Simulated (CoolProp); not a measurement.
The fluid at 343.17 K and 10.5 MPa flows at 20 m/s in a round tube of 20 mm bore and 15 µm roughness, fully developed (64/Re and Nu = 3.66 if laminar; Colebrook and Gnielinski if turbulent). The same conditions are run with several fluids, on thermodynamics alone (safety and materials aside).

Computed with CoolProp (reference Helmholtz-energy equation of state of each fluid (propylene: Lemmon 2013; n-butane: Bücker 2006; c-C4F8 (RC318): Platzer 1990; R123: Younglove 1994; benzene: Thol 2012)). The equations of Platzer and Polt are older, rougher fits.

```
fluid           Reynolds number  Darcy friction factor  pressure drop (Pa/m)  heat-transfer coefficient (W/(m² K))  mass flow (kg/h)
--------------  ---------------  ---------------------  --------------------  ------------------------------------  ----------------
propylene               2420000                 0.0185                 85400                                 42900             10400
n-butane                1740000                 0.0186                100000                                 37100             12200
c-C4F8 (RC318)              ___                 0.0185                260000                                   ___             31700
R123                    1840000                 0.0185                   ___                                 32600             31300
benzene                  863000                 0.0188                157000                                 31600             18900
```

**Question.** Fill in the missing entries.

**Answer.** 
- c-C4F8 (RC318), Reynolds number: 2110000
- c-C4F8 (RC318), heat-transfer coefficient (W/(m² K)): 34400
- R123, pressure drop (Pa/m): 257000

Transport values come from each fluid's own correlations; those of propylene, c-C4F8 (RC318) are estimates that may be off by 10 % or more.
